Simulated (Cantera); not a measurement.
Equilibrium for aluminium and copper etching: Cu + HF + H₂

A closed system holds: 1 mol Cu, 14 mol HF, 6.1 mol H₂, held at 873 K and 10.0 mbar.

Equilibrium computed with Cantera from the NASA thermochemical tables; the gas is ideal and each condensed phase is pure. Candidate condensed phases: Cu, CuF₂; 15 gas species. Equilibrium is a limit: real reactors are often held back by kinetics, nucleation or transport.

| Quantity | Value |
|---|---|
| x(HF) | 0.697 |
| x(H₂) | 0.303 |
| n(Cu(s)) | 1.00 mol |
| gas amount | 20.10 mol |
| log10 activity of CuF₂(s) (absent) | -10.75 |
